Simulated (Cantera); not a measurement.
# Ignition delay

Mixture: 3.08 % C3H8, 15.6 % O2, 58.6 % N2, 22.8 % H2O, equivalence ratio 0.99, at 10.0 bar, adiabatic and at constant volume. Ignition delay is the time to a rise of 400 K.

Detailed kinetics in Cantera: GRI-Mech 3.0 (53 species, 325 reactions). GRI-Mech 3.0 was tuned for natural gas; its chemistry of propane as a main component is partial and can be far from experiment.

| T0 (K) | delay (ms) |
|---|---|
| 1023 | 44.3 |
| 1098 | 10.2 |
| 1173 | 2.56 |
| 1248 | 0.700 |
| 1323 | 0.213 |
| 1398 | 0.0742 |
| 1473 | 0.0296 |
| 1548 | 0.0135 |

| Item | Result |
|---|---|
| apparent activation energy between 1398 and 1548 K | 200 kJ/mol |
